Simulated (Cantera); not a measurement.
What does this Cantera script print?

```python
import numpy as np
import cantera as ct

gas = ct.Solution("gri30.yaml")
gas.TPX = 1625, 160000, {'CO': 1, 'H2': 0.64, 'CH4': 1.3, 'O2': 3.64, 'N2': 13.7}
reactor = ct.IdealGasReactor(gas, energy="on", clone=False)
net = ct.ReactorNet([reactor])
net.rtol, net.atol = 1e-08, 1e-16
show = ['CO', 'H2', 'CH4', 'HCN', 'C2H2', 'OH', 'N2O']
times = np.geomspace(3e-06, 7, 11)

steps = ct.SolutionArray(gas, extra=["t"])
rows = []
print(f"{'t/s':>10s}{'T/K':>9s}{'P/Pa':>11s}" + "".join(f"{s:>11s}" for s in show))
for t in times:
    while net.time < t:
        t_next = net.step()
        steps.append(gas.state, t=t_next)
    rows.append([np.interp(t, steps.t, y) for y in (steps.T, steps.P, *steps(*show).X.T)])
    print(f"{t:10.3e}{rows[-1][0]:9.1f}{rows[-1][1]:11.4g}" + "".join(f"{x:11.3e}" for x in rows[-1][2:]))
rate = np.gradient(steps.T, steps.t)
print("integrator steps:", len(steps.t))
if steps.T.max() > steps.T[0] + 200:
    print(f"time of steepest temperature rise: {steps.t[rate.argmax()]:.4e} s")
gas.TPX = 1625, 160000, {'CO': 1, 'H2': 0.64, 'CH4': 1.3, 'O2': 3.64, 'N2': 13.7}
gas.equilibrate("UV")
print(f"equilibrium (UV): T = {gas.T:.1f} K  " + "  ".join(f"{s} {gas[s].X[0]:.3e}" for s in show))
```

It prints:

```
       t/s      T/K       P/Pa         CO         H2        CH4        HCN       C2H2         OH        N2O
 3.000e-06   1625.0    1.6e+05  4.931e-02  3.156e-02  6.410e-02  7.460e-17  6.962e-15  2.538e-07  6.824e-12
 1.300e-05   1625.0    1.6e+05  4.930e-02  3.154e-02  6.404e-02  4.818e-15  1.387e-11  1.312e-06  8.740e-11
 5.633e-05   1663.7  1.639e+05  5.017e-02  3.119e-02  5.692e-02  4.902e-10  5.104e-06  9.031e-05  4.644e-09
 2.441e-04   2966.2  2.966e+05  5.444e-02  1.596e-02  8.798e-15  2.853e-09  3.208e-17  2.622e-02  1.237e-06
 1.058e-03   2956.5  2.954e+05  5.469e-02  1.620e-02  9.394e-15  4.488e-09  3.305e-17  2.513e-02  1.381e-06
 4.583e-03   2956.3  2.954e+05  5.470e-02  1.620e-02  9.402e-15  4.509e-09  3.306e-17  2.512e-02  1.383e-06
 1.986e-02   2956.3  2.954e+05  5.470e-02  1.620e-02  9.402e-15  4.509e-09  3.306e-17  2.512e-02  1.383e-06
 8.604e-02   2956.3  2.954e+05  5.470e-02  1.620e-02  9.402e-15  4.509e-09  3.306e-17  2.512e-02  1.383e-06
 3.728e-01   2956.3  2.954e+05  5.470e-02  1.620e-02  9.402e-15  4.509e-09  3.306e-17  2.512e-02  1.383e-06
 1.615e+00   2956.3  2.954e+05  5.470e-02  1.620e-02  9.402e-15  4.509e-09  3.306e-17  2.512e-02  1.383e-06
 7.000e+00   2956.3  2.954e+05  5.470e-02  1.620e-02  9.402e-15  4.509e-09  3.306e-17  2.512e-02  1.383e-06
integrator steps: 1757
time of steepest temperature rise: 7.4879e-05 s
equilibrium (UV): T = 2956.3 K  CO 5.470e-02  H2 1.620e-02  CH4 1.251e-14  HCN 4.509e-09  C2H2 3.483e-17  OH 2.512e-02  N2O 1.383e-06
```

Cantera simulation using GRI-Mech 3.0 (53 species, 325 reactions); the numbers are that mechanism's predictions, not measurements.
